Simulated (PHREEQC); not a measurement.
Consider water at 86 °C with 0.011 mol/kgw CuCl2, 0.00055 mol/kgw HBF4 and 5.2e-06 mol/kgw FeCl3. Closed to the air; pH follows from the charge balance.

Computed with PHREEQC (ion-association model, wateq4f.dat).

**Question.** The ionic strength comes out as 0.0282 mol/kgw. What activity coefficients do CuF+, CuCl+, BF2(OH)2-, Cu+2, FeF2+ get?

**Answer.** CuF+ 0.84, CuCl+ 0.83, BF2(OH)2- 0.82, Cu+2 0.51, FeF2+ 0.84.

No solid was allowed to form. Examples of supersaturated solids here: Hematite (slow to form), Goethite (slow to form). Others may be too. Constants without temperature data keep their 25 °C values here. Real BF4- forms and hydrolyses slowly; the run takes it at equilibrium. Fluoro complexes past AlF4- and FeF3 are missing from the database.
